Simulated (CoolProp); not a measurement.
Vapour-liquid equilibrium of propane (1) + R113 (2) at 339.9 K; x and y are mole fractions of (1).

The numbers come from the multi-fluid Helmholtz-energy mixture model, Lemmon 2009 and Marx 1992; pair parameters Bell 2016 in CoolProp.

```json
[
 {"x": "0.05", "bubble pressure, mixture model (MPa)": "0.2902", "bubble pressure, Raoult's law (MPa)": "0.2956", "y, mixture model": "0.377", "y, Raoult's law": "0.410"},
 {"x": "0.2", "bubble pressure, mixture model (MPa)": "…", "bubble pressure, Raoult's law (MPa)": "0.6320", "y, mixture model": "0.723", "y, Raoult's law": "0.768"},
 {"x": "0.35", "bubble pressure, mixture model (MPa)": "0.9271", "bubble pressure, Raoult's law (MPa)": "0.9684", "y, mixture model": "…", "y, Raoult's law": "0.877"},
 {"x": "0.5", "bubble pressure, mixture model (MPa)": "…", "bubble pressure, Raoult's law (MPa)": "1.305", "y, mixture model": "0.888", "y, Raoult's law": "0.930"},
 {"x": "0.65", "bubble pressure, mixture model (MPa)": "1.547", "bubble pressure, Raoult's law (MPa)": "1.641", "y, mixture model": "0.926", "y, Raoult's law": "0.961"},
 {"x": "0.8", "bubble pressure, mixture model (MPa)": "1.881", "bubble pressure, Raoult's law (MPa)": "1.978", "y, mixture model": "…", "y, Raoult's law": "0.981"},
 {"x": "0.95", "bubble pressure, mixture model (MPa)": "2.272", "bubble pressure, Raoult's law (MPa)": "2.314", "y, mixture model": "0.988", "y, Raoult's law": "0.996"}
]
```

### Question
Fill in the missing entries.

### Answer

- 0.2, bubble pressure, mixture model (MPa): 0.6116
- 0.35, y, mixture model: 0.832
- 0.5, bubble pressure, mixture model (MPa): 1.236
- 0.8, y, mixture model: 0.957

The largest gap from Raoult's law is -5.7 % in bubble pressure, at x = 0.65. No azeotrope shows between x = 0.05 and 0.95.

The pair parameters rest on a limited set of measurements; away from them the model extrapolates.
